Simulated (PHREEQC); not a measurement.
Dissolve 3.1 mmol/kgw HF, 3.3 mmol/kgw NH4F, 0.042 mmol/kgw H4SiO4 and 0.58 mmol/kgw H2SO4 at 25 °C. Closed to the air; pH follows from the charge balance.

Equilibrium calculation in PHREEQC: ion-association model, phreeqc.dat.

No solid was allowed to form.

Problem. Order these S species by the share of S that they hold, largest first: HSO4-, NH4SO4-, SO4-2.

Solution. SO4-2 (91 %), HSO4- (5.7 %), NH4SO4- (2.9 %)

The pH is 3.10 and the ionic strength 0.00470 mol/kgw. SiF6-2 is the database's only silicon fluoride.
